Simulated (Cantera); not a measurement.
Gas mixture: 37.0 % CH₄, 63.0 % CO₂, at 2670 Pa, frozen composition.

Cantera's kinetic-theory transport with the Lennard-Jones parameters of GRI-Mech 3.0, ideal gas; thermal conductivity in the multicomponent form. The composition is frozen, though it would react at the higher temperatures.

One state of this run: ρ (kg/m³) = 0.00771; cp (J/kg/K) = 2046; μ (µPa s) = 47.7; λ (mW/m/K) = 145; Pr = 0.672; D (cm²/s) H₂O = 124; D (cm²/s) CH₃ = 107; D (cm²/s) NO = 94.7. D: mixture-averaged diffusion coefficient of that species in the mixture.

Problem. Which value of T (K) does it belong to?
A) 400
B) 1800
C) 1400
D) 2000

Solution. C, 1400
